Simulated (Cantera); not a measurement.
A perfectly stirred reactor is fed with 57.8 % NO, 42.2 % N2, at 1300 Pa; it is held at 2075 K, and followed from long to short residence time.

Cantera simulation using GRI-Mech 3.0 (53 species, 325 reactions); the numbers are that mechanism's predictions, not measurements. Radical loss at walls, strong at low pressure, is not modelled.

One state of this run: x NO = 0.569; x O = 0.00111; x NO2 = 1.51e-5; x O2 = 0.00362; x N2 = 0.426; x N2O = 0.000110. x: mole fraction; the columns are a selection and need not sum to one.

Problem. Which value of τ (s) does it belong to?
A) 0.051
B) 0.0047
C) 0.00013
D) 0.17

Solution. D, 0.17
